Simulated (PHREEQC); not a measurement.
Make-up at 14 °C: 0.005 mol/kgw H2SO4, 0.00045 mol/kgw Fe(NO3)3 and 5.2e-05 mol/kgw KH2PO4. Closed to the air; pH follows from the charge balance.

Model: ion-association model, wateq4f.dat, run in PHREEQC.

Problem. The ionic strength comes out as 0.0126 mol/kgw. What activity coefficients do H2PO4-, H+, HSO4-, SO4-2, Fe(SO4)2- get?

Solution. H2PO4- 0.90, H+ 0.91, HSO4- 0.90, SO4-2 0.64, Fe(SO4)2- 0.89.

This is a speciation only: nothing precipitates in the calculation. Examples of supersaturated solids here: Strengite, Hematite (slow to form). Others may be too. H3PO4, which wateq4f.dat lacks, is added to it with the constant of phreeqc.dat. At this temperature some constants are extrapolated from 25 °C, and those without enthalpy data are left unchanged.
